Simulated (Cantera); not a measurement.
# Catalytic combustion on Pt

An isothermal plug-flow reactor at 875 K and 420000 Pa (inlet), inlet velocity 0.076 m/s, active area per volume 300 1/m; feed 0.111 % CO, 4.45 % O2, 95.4 % N2, equivalence ratio 0.012.

Detailed kinetics in Cantera: Deutschmann's 1995 Pt surface mechanism with GRI-Mech 3.0 gas chemistry. Catalytic surfaces can have several steady states; this one follows from the mechanism file's or the stated starting coverage. Mass transfer to the wall is taken as infinitely fast.

```
z (m)        x CO    x O2   x H2O     x CO2  θ free Pt   θ O*
-------  --------  ------  ------  --------  ---------  -----
0.00018  0.000312  0.0442  <1e-12  0.000802     0.0695  0.930
0.00038   9.37e-5  0.0440  <1e-12   0.00102     0.0671  0.933
0.00082   7.48e-6  0.0440  <1e-12   0.00111     0.0662  0.934
0.0018    2.83e-8  0.0440  <1e-12   0.00111     0.0661  0.934
0.0038     <1e-12  0.0440  <1e-12   0.00111     0.0661  0.934
0.0082     <1e-12  0.0440  <1e-12   0.00111     0.0661  0.934
0.018      <1e-12  0.0440  <1e-12   0.00111     0.0661  0.934
```
x: gas mole fraction; θ: surface coverage.
